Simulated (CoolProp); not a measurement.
A single-stage vapour-compression cycle with the fluid: evaporating at 265.15 K (dew point), condensing at 335.15 K (bubble point), superheat 0 K, subcooling 2 K, compressor efficiency 0.7, no pressure losses. The same conditions are run with several fluids, on thermodynamics alone (safety and materials aside).

Model: reference Helmholtz-energy equation of state of each fluid (R404A: Lemmon 2003; R1233zd(E): Akasaka 2022; R134a: Tillner-Roth 1994; R1132(E): Akasaka 2024; R141b: Lemmon 2006; trans-2-butene: Lemmon 2005), in CoolProp. Blends and air are pseudo-pure fits.

```json
[
 {"fluid": "R404A", "cooling COP": "1.26", "pressure ratio": "6.53", "discharge temperature (K)": "354.7", "refrigerating effect (kJ/kg)": "65.3", "volumetric capacity (kJ/m³)": "1530"},
 {"fluid": "R1233zd(E)", "cooling COP": "1.96", "pressure ratio": "12.3", "discharge temperature (K)": "353.3", "refrigerating effect (kJ/kg)": "125", "volumetric capacity (kJ/m³)": "255"},
 {"fluid": "R134a", "cooling COP": "1.71", "pressure ratio": "8.13", "discharge temperature (K)": "358.1", "refrigerating effect (kJ/kg)": "106", "volumetric capacity (kJ/m³)": "1150"},
 {"fluid": "R1132(E)", "cooling COP": "1.51", "pressure ratio": "6.18", "discharge temperature (K)": "378.7", "refrigerating effect (kJ/kg)": "127", "volumetric capacity (kJ/m³)": "2660"},
 {"fluid": "R141b", "cooling COP": "2.10", "pressure ratio": "13.5", "discharge temperature (K)": "368.9", "refrigerating effect (kJ/kg)": "162", "volumetric capacity (kJ/m³)": "168"},
 {"fluid": "trans-2-butene", "cooling COP": "1.96", "pressure ratio": "9.18", "discharge temperature (K)": "355.7", "refrigerating effect (kJ/kg)": "254", "volumetric capacity (kJ/m³)": "476"}
]
```
